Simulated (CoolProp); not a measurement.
Vapour-liquid equilibrium of propylene (1) + dimethyl ether (2) at 17 bar; x and y are mole fractions of (1).

The numbers come from the multi-fluid Helmholtz-energy mixture model, Lemmon 2013 and Wu 2011; pair parameters Bell 2016 in CoolProp.

```tsv
x	bubble temperature (K)	y at the bubble point	dew temperature at overall composition x (K)	liquid density (mol/L)
0.05	338.4	0.079	339.1	12.63
0.15	334.7	0.221	336.6	12.52
0.25	331.4	0.347	334.0	12.39
0.35	328.3	0.458	331.3	12.25
0.45	325.6	0.558	328.6	12.11
0.55	323.1	0.648	325.8	11.96
0.65	320.9	0.732	323.1	11.81
0.75	318.9	0.811	320.4	11.66
0.85	317.0	0.887	317.9	11.52
0.95	315.3	0.962	315.6	11.38
```

No azeotrope shows between x = 0.05 and 0.95.

Pair parameters are fitted to limited data, so mixtures are less certain than the pure fluids.
